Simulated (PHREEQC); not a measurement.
Consider water at 80 °C with 1.4 mol/kgw K2CO3, 0.012 mol/kgw H3BO3 and 0.00019 mol/kgw H4SiO4. Closed to the air; pH follows from the charge balance.

Computed with PHREEQC (Pitzer model, pitzer.dat).

No solid was allowed to form.

Task: Order these Si species by the share of Si that they hold, largest first: H3SiO4-, H4SiO4, H2SiO4-2.

Result: H2SiO4-2 (73 %), H3SiO4- (27 %), H4SiO4 (0.11 %)

The pH is 11.10 and the ionic strength 4.16 mol/kgw. In brines, pH and single-ion activities rest on the MacInnes convention. Away from 25 °C the constants follow the database's enthalpies or fits; those with neither stay at their 25 °C values.
